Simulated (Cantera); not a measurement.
An isothermal, constant-pressure homogeneous reactor starts with H₂ : O₂ : N₂ = 0.23 : 1 : 0.42 (molar parts), equivalence ratio 0.12, at 1223 K and 1900 Pa.

Cantera simulation using GRI-Mech 3.0 (53 species, 325 reactions); the numbers are that mechanism's predictions, not measurements. Radical loss at walls, strong at low pressure, is not modelled. The temperature is held fixed by assumption; the heat of reaction is taken as removed at once.

One state of this run: x H₂ = 2.78e-7; x O₂ = 0.577; x OH = 5.33e-5; x H₂O = 0.150; x N₂O = 1.10e-8; x HO₂ = 1.66e-8. x: mole fraction; the columns are a selection and need not sum to one.

**Question.** Which value of t (s) does it belong to?
A. 0.182
B. 3.67
C. 6.00e-5
D. 0.000445

**Answer.** B, 3.67
